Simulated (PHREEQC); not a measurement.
A solution holds 0.17 mol/kgw HNO3 and 0.0092 mol/kgw K2SO4, at 25 °C. Closed to the air; pH follows from the charge balance.

Model: ion-association model, phreeqc.dat, run in PHREEQC.

No solid was allowed to form.

**Question.** Estimate the pH, activity of water.

**Answer.** pH 0.89; activity of water 0.994.

**Question.** In which forms is S present?

**Answer.** HSO4- 83 %, SO4-2 16 %, KSO4- 0.6 % of the S.

Species that the database lacks are ignored.
